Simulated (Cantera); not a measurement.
Input (Python, Cantera) and output of one run.

```python
import numpy as np
import cantera as ct

gas_names = """
    B BN BO BO2 B2 B2O B2O2 B2O3 N NO NO2 NO3 N2 N2O O O2 O3
""".split()
cond_names = """
    B(b) B(L) BN(s) B2O3(L)
""".split()


def load(file, names, dense=False):
    # The tables refer to 1 bar. Condensed volumes are neglected.
    table = {s.name: s for s in ct.Species.list_from_file(file)}
    out = []
    for n in names:
        d = dict(table[n].input_data)
        d["thermo"] = dict(d["thermo"], **{"reference-pressure": 1e5})
        if dense:
            d["equation-of-state"] = {"model": "constant-volume", "density": "1e6 g/cm^3"}
        out.append(ct.Species.from_dict(d))
    return out


gas = ct.Solution(thermo="ideal-gas", species=load("nasa_gas.yaml", gas_names))
cond = {s.name: ct.Solution(thermo="fixed-stoichiometry", species=[s], name=s.name)
        for s in load("nasa_condensed.yaml", cond_names, dense=True)}
atoms = {
    'B2O3': {'B': 2, 'O': 3},
    'N2': {'N': 2},
}
top_T = {'BN(s)': 3200}  # K; cautious upper limits of use, not melting points


def equilibrate(T, P, feed):
    n = {}
    for name, mol in feed.items():
        for a, k in atoms[name].items():
            n[a] = n.get(a, 0.0) + k * mol
    gas.TPX = T, P, n
    mass = sum(n.values()) * gas.mean_molecular_weight
    gas.equilibrate("TP")
    valid = [c for c in cond.values() if c.min_temp <= T <= top_T.get(c.name, c.max_temp)]
    mix = ct.Mixture([(gas, mass / gas.mean_molecular_weight)] + [(c, 0.0) for c in valid])
    mix.T, mix.P = T, P
    mix.equilibrate("TP", solver="vcs", rtol=1e-11, max_steps=5000)
    return mix


results = []
feed = {'B2O3': 1, 'N2': 13}  # mol
T = 750  # K
P = 13332.2  # Pa
mix = equilibrate(T, P, feed)
results.append((T, P, feed, dict(zip(mix.species_names, mix.species_moles))))
print(gas.report(threshold=0.0001))
for i in range(1, mix.n_phases):
    print(f"{mix.phase(i).name:16s} {mix.phase_moles(i):12.5e} mol")
```

Output:

```
       temperature   750 K
          pressure   13332 Pa
           density   0.059894 kg/m^3
  mean mol. weight   28.014 kg/kmol
   phase of matter   gas

                          1 kg             1 kmol
                     ---------------   ---------------
          enthalpy        4.8127e+05        1.3482e+07  J
   internal energy        2.5867e+05        7.2464e+06  J
           entropy            8415.6        2.3575e+05  J/K
    Gibbs function       -5.8304e+06       -1.6333e+08  J
 heat capacity c_p            1109.1             31071  J/K
 heat capacity c_v            812.32             22756  J/K

                      mass frac. Y      mole frac. X     chem. pot. / RT
                     ---------------   ---------------   ---------------
                N2                 1                 1           -26.193
     [  +16 minor]        7.3684e-12        6.6692e-12

B(b)              0.00000e+00 mol
BN(s)             0.00000e+00 mol
B2O3(L)           1.00000e+00 mol
```

Method: chemical equilibrium by Gibbs-energy minimisation in Cantera with the NASA 1993 tables (ideal gas, pure condensed phases).
